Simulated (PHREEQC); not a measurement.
Consider water at 25 °C with 0.0085 mol NH4Cl and 0.43 mol NH3 per kg of water. Closed to the air; pH follows from the charge balance.

Computed with PHREEQC (ion-association model, phreeqc.dat).

Precipitation was switched off in this run.

Problem. Estimate the pH, activity of water, specific conductance.

Solution. pH 10.95; activity of water 0.992; specific conductance 1440 µS/cm.

Problem. In which forms is N present?

Solution. NH3 98 %, NH4+ 2.2 % of the N.
